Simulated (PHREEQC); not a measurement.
Make-up at 25 °C: 16 mmol/kgw Cu(BF4)2 and 0.077 mmol/kgw H3BO3. Closed to the air; pH follows from the charge balance.

Computed with PHREEQC (ion-association model, wateq4f.dat).

```json
[
 {"quantity": "pH", "before": "2.81", "after": "3.15"},
 {"quantity": "ionic strength (mol/kgw)", "before": "0.0491", "after": "0.0481"},
 {"quantity": "H3BO3 (mol/kgw)", "before": "0.00137", "after": "3.79e-5"},
 {"quantity": "H2BO3- (mol/kgw)", "before": "6.43e-10", "after": "3.92e-11"}
]
```

Q: Which change was made?
A) H3BO3 from 7.7e-05 to 0.000385 mol/kgw
B) H3BO3 replaced by HBF4 at the same molality
C) Cu(BF4)2 replaced by (NH4)2SiF6 at the same molality
D) H3BO3 replaced by NaBF4 at the same molality
E) Cu(BF4)2 from 0.016 to 0.008 mol/kgw

A: C, Cu(BF4)2 replaced by (NH4)2SiF6 at the same molality

No solid was allowed to form. Some of these states are supersaturated (in Quartz (slow to form), Chalcedony (slow to form), for instance). SiF6-2 is the database's only silicon fluoride. Real BF4- forms and hydrolyses slowly; the run takes it at equilibrium.
